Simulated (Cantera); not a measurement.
## Ignition delay

Mixture: 19.0 % CH4, 3.42 % CO, 18.1 % O2, 59.5 % N2, equivalence ratio 2.2, at 0.350 bar, adiabatic and at constant pressure. Ignition delay is the time to a rise of 400 K.

Computed with Cantera and GRI-Mech 3.0 (53 species, 325 reactions).

| T0 (K) | delay (ms) |
|---|---|
| 1175 | 270 |
| 1275 | 58.2 |
| 1375 | 14.8 |
| 1475 | 4.49 |
| 1575 | 1.64 |
| 1675 | 0.714 |
| 1775 | 0.356 |

| Property | Value |
|---|---|
| apparent activation energy between 1575 and 1775 K | 180 kJ/mol |
